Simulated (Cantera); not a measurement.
What does this Cantera script print?

```python
import numpy as np
import cantera as ct

gas_names = """
    NH3 HCL N Cs
""".split()
cond_names = """
    CsCL(a) CsCL(b) CsCL(L)
""".split()


def load(file, names, dense=False):
    # The tables refer to 1 bar. Condensed volumes are neglected.
    table = {s.name: s for s in ct.Species.list_from_file(file)}
    out = []
    for n in names:
        d = dict(table[n].input_data)
        d["thermo"] = dict(d["thermo"], **{"reference-pressure": 1e5})
        if dense:
            d["equation-of-state"] = {"model": "constant-volume", "density": "1e6 g/cm^3"}
        out.append(ct.Species.from_dict(d))
    return out


species = {s.name: s for s in load("nasa_gas.yaml", gas_names) + load("nasa_condensed.yaml", cond_names)}
# Each term lists the table entries of one substance; the one whose range holds T is used.
reactions = {
    'NH3(g) + 3 CsCl = 3 HCl(g) + N(g) + 3 Cs(g)':
        [(-1, ['NH3']), (-3, ['CsCL(a)', 'CsCL(b)', 'CsCL(L)']), (3, ['HCL']), (1, ['N']), (3, ['Cs'])],
}


def pick(names, T):
    return next(species[n] for n in names if species[n].thermo.min_temp <= T <= species[n].thermo.max_temp)


results = []
for label, terms in reactions.items():
    print(label)
    print("     T/K   dH/kJ  dS/(J/K)   dG/kJ   log10 K")
    for T in [573, 723, 873, 1023, 1173, 1323, 1473, 1623, 1773, 1923]:
        used = [(nu, pick(names, T)) for nu, names in terms]
        dH = sum(nu * s.thermo.h(T) for nu, s in used) / 1e6
        dS = sum(nu * s.thermo.s(T) for nu, s in used) / 1e3
        dG = dH - T * dS / 1e3
        logK = -dG * 1e6 / (ct.gas_constant * T * np.log(10))
        results.append((label, T, dH, dS, dG, logK, [s.name for _, s in used]))
        print(f"{T:8g} {dH:8.1f} {dS:8.1f} {dG:8.1f} {logK:8.2f}")
```

It prints:

```
NH3(g) + 3 CsCl = 3 HCl(g) + N(g) + 3 Cs(g)
     T/K   dH/kJ  dS/(J/K)   dG/kJ   log10 K
     573   1790.0    722.3   1376.1  -125.44
     723   1781.8    709.6   1268.7   -91.66
     873   1760.4    681.8   1165.2   -69.72
    1023   1698.0    614.4   1069.5   -54.61
    1173   1681.3    599.2    978.5   -43.57
    1323   1664.4    585.6    889.7   -35.13
    1473   1647.4    573.4    802.8   -28.47
    1623   1630.3    562.3    717.6   -23.09
    1773   1613.1    552.2    634.0   -18.68
    1923   1596.0    543.0    551.9   -14.99
```

Cantera with NASA thermochemical tables; ideal gases at 1 bar, condensed phases pure. Condensed species are held in their standard states even where they would react or evaporate.
